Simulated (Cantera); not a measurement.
Charge: 1 mol MgCO₃, 0.039 mol CO₂, 0.013 mol H₂, held at 0.0825 Torr.

Equilibrium computed with Cantera from the NASA thermochemical tables; the gas is ideal and each condensed phase is pure. Candidate condensed phases: C, C₆H₆, C₇H₈, C₈H₁₈, H₂O, Mg, MgCO₃, MgO, Mg(OH)₂; 116 gas species. The numbers say what is thermodynamically allowed, not how fast it happens. All values below are at 527 °C.

Base state: CO₂ 0.976, CO 0.0118, H₂O 0.0118, H₂ 0.000598 (mole fractions); condensed: MgO(s).

What changes in the equilibrium state with this change: H₂ from 0.013 to 4.1 mol?


| species | before | after |
|---|---|---|
| H₂ | 0.000598 | 0.681 |
| H₂O | 0.0118 | 0.117 |
| CO | 0.0118 | 0.117 |
| CO₂ | 0.976 | 0.0850 |
| MgO(s), mol | 1.00 | 1.00 |
